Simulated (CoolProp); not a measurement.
Vapour-liquid equilibrium of carbon dioxide (1) + CHF3 (R23) (2) at -46.35 °C; x and y are mole fractions of (1).

Computed with CoolProp (multi-fluid Helmholtz-energy mixture model, Span 1996 and Penoncello 2003; pair parameters Bell 2016).

Q: Give the bubble pressure and the first vapour's composition at x = 0.35, 0.8, 0.95. Is there an azeotrope?

A: x = 0.35: 0.6673 MPa, y = 0.439; x = 0.8: 0.7666 MPa, y = 0.830; x = 0.95: 0.7851 MPa, y = 0.955. No azeotrope shows between x = 0.05 and 0.95.

The pair parameters rest on a limited set of measurements; away from them the model extrapolates.
